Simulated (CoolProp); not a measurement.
Saturation properties of methanol (Tc = 513.4 K, pc = 82.16 bar, ω = 0.565).

Values from CoolProp's reference Helmholtz-energy equation of state, de Reuck 1993.

```json
[
 {"T (K)": "373.3", "p (bar)": "3.554", "vapour density (kg/m³)": "4.061", "enthalpy of vaporisation (kJ/kg)": "1022", "liquid cp (kJ/(kg K))": "3.171", "surface tension (mN/m)": "15.6", "liquid conductivity (mW/(m K))": "186"},
 {"T (K)": "382.1", "p (bar)": "4.654", "vapour density (kg/m³)": "5.280", "enthalpy of vaporisation (kJ/kg)": "998.3", "liquid cp (kJ/(kg K))": "3.269", "surface tension (mN/m)": "14.7", "liquid conductivity (mW/(m K))": "184"},
 {"T (K)": "391", "p (bar)": "6.031", "vapour density (kg/m³)": "6.814", "enthalpy of vaporisation (kJ/kg)": "972.7", "liquid cp (kJ/(kg K))": "3.376", "surface tension (mN/m)": "13.8", "liquid conductivity (mW/(m K))": "182"},
 {"T (K)": "399.8", "p (bar)": "7.696", "vapour density (kg/m³)": "8.687", "enthalpy of vaporisation (kJ/kg)": "945.2", "liquid cp (kJ/(kg K))": "3.489", "surface tension (mN/m)": "12.9", "liquid conductivity (mW/(m K))": "181"},
 {"T (K)": "408.6", "p (bar)": "9.708", "vapour density (kg/m³)": "10.99", "enthalpy of vaporisation (kJ/kg)": "915.3", "liquid cp (kJ/(kg K))": "3.611", "surface tension (mN/m)": "12.0", "liquid conductivity (mW/(m K))": "179"},
 {"T (K)": "417.4", "p (bar)": "12.12", "vapour density (kg/m³)": "13.81", "enthalpy of vaporisation (kJ/kg)": "882.9", "liquid cp (kJ/(kg K))": "3.744", "surface tension (mN/m)": "11.1", "liquid conductivity (mW/(m K))": "177"},
 {"T (K)": "426.2", "p (bar)": "14.98", "vapour density (kg/m³)": "17.27", "enthalpy of vaporisation (kJ/kg)": "847.6", "liquid cp (kJ/(kg K))": "3.893", "surface tension (mN/m)": "10.1", "liquid conductivity (mW/(m K))": "176"},
 {"T (K)": "435", "p (bar)": "18.35", "vapour density (kg/m³)": "21.49", "enthalpy of vaporisation (kJ/kg)": "809.5", "liquid cp (kJ/(kg K))": "4.059", "surface tension (mN/m)": "9.08", "liquid conductivity (mW/(m K))": "174"},
 {"T (K)": "443.8", "p (bar)": "22.29", "vapour density (kg/m³)": "26.61", "enthalpy of vaporisation (kJ/kg)": "768.9", "liquid cp (kJ/(kg K))": "4.251", "surface tension (mN/m)": "8.05", "liquid conductivity (mW/(m K))": "172"},
 {"T (K)": "452.6", "p (bar)": "26.85", "vapour density (kg/m³)": "32.76", "enthalpy of vaporisation (kJ/kg)": "726.5", "liquid cp (kJ/(kg K))": "4.478", "surface tension (mN/m)": "7.00", "liquid conductivity (mW/(m K))": "171"},
 {"T (K)": "461.5", "p (bar)": "32.16", "vapour density (kg/m³)": "40.16", "enthalpy of vaporisation (kJ/kg)": "682.5", "liquid cp (kJ/(kg K))": "4.761", "surface tension (mN/m)": "5.92", "liquid conductivity (mW/(m K))": "169"},
 {"T (K)": "470.3", "p (bar)": "38.16", "vapour density (kg/m³)": "48.89", "enthalpy of vaporisation (kJ/kg)": "636.9", "liquid cp (kJ/(kg K))": "5.127", "surface tension (mN/m)": "4.84", "liquid conductivity (mW/(m K))": "168"},
 {"T (K)": "479.1", "p (bar)": "44.97", "vapour density (kg/m³)": "59.88", "enthalpy of vaporisation (kJ/kg)": "585.1", "liquid cp (kJ/(kg K))": "5.656", "surface tension (mN/m)": "3.75", "liquid conductivity (mW/(m K))": "167"},
 {"T (K)": "487.9", "p (bar)": "52.72", "vapour density (kg/m³)": "75.60", "enthalpy of vaporisation (kJ/kg)": "517.3", "liquid cp (kJ/(kg K))": "6.564", "surface tension (mN/m)": "2.67", "liquid conductivity (mW/(m K))": "165"}
]
```

It boils at 337.6 K under 1 atm.

Thermal conductivity comes from a separate model (Sykioti 2013). Surface tension comes from a separate correlation (Mulero 2012).
